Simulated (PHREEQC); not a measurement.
Synthetic water in mmol/kgw, 25 °C, pH 7.37, pe 9.1:

```tsv
constituent	mmol/kgw
Na	0.187
K	0.359
Ca	0.501
Mg	0.0979
Cl	0.865
S(6)	0.175
Alkalinity (meq/kgw)	0.578
Pb	0.000364
```

Valence states are taken as typed.

Computed with PHREEQC (ion-association model, phreeqc.dat).

Question: The ionic strength comes out as 0.00249 mol/kgw. What activity coefficients do Cl-, CaHCO3+, Na+, Ca+2, SO4-2 get?

Answer: Cl- 0.95, CaHCO3+ 0.95, Na+ 0.95, Ca+2 0.81, SO4-2 0.81.

This is a speciation only: nothing precipitates in the calculation.
